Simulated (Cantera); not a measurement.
An isothermal, constant-pressure homogeneous reactor starts with 1.66 % CH₂O, 0.674 % O₂, 97.7 % N₂, at 1100 K and 3450 Torr.

Computed with Cantera and GRI-Mech 3.0 (53 species, 325 reactions).

One state of this run: x CH₂O = 1.91e-10; x O₂ = 4.31e-9; x NO = 7.69e-10; x HCN = 2.52e-11; x HCO = 2.29e-11. x: mole fraction; the columns are a selection and need not sum to one.

Q: Which value of t (s) does it belong to?
A. 0.00914
B. 0.0928
C. 0.0163
D. 3.00

A: D, 3.00
